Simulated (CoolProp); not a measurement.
Properties of methanol along the isobar 0.446 MPa.

Values from CoolProp's reference Helmholtz-energy equation of state, de Reuck 1993.

| T (K) | phase | density (kg/m³) | cv (kJ/(kg K)) | conductivity (mW/(m K)) |
|---|---|---|---|---|
| 256.8 | liquid | 825.4 | 1.908 | 208 |
| 262.6 | liquid | 819.9 | 1.931 | 207 |
| 268.5 | liquid | 814.4 | 1.957 | 206 |
| 274.3 | liquid | 809.0 | 1.983 | 205 |
| 280.2 | liquid | 803.4 | 2.012 | 204 |
| 286 | liquid | 798.0 | 2.041 | 203 |
| 291.9 | liquid | 792.5 | 2.073 | 202 |
| 297.7 | liquid | 787.1 | 2.105 | 200 |
| 303.6 | liquid | 781.6 | 2.138 | 199 |
| 309.5 | liquid | 776.0 | 2.173 | 198 |
| 315.3 | liquid | 770.5 | 2.208 | 197 |
| 321.2 | liquid | 764.9 | 2.244 | 196 |
| 327 | liquid | 759.3 | 2.280 | 195 |
| 332.9 | liquid | 753.5 | 2.317 | 194 |
| 338.7 | liquid | 747.7 | 2.354 | 193 |
| 344.6 | liquid | 741.8 | 2.392 | 191 |

Thermal conductivity comes from a separate model (Sykioti 2013).
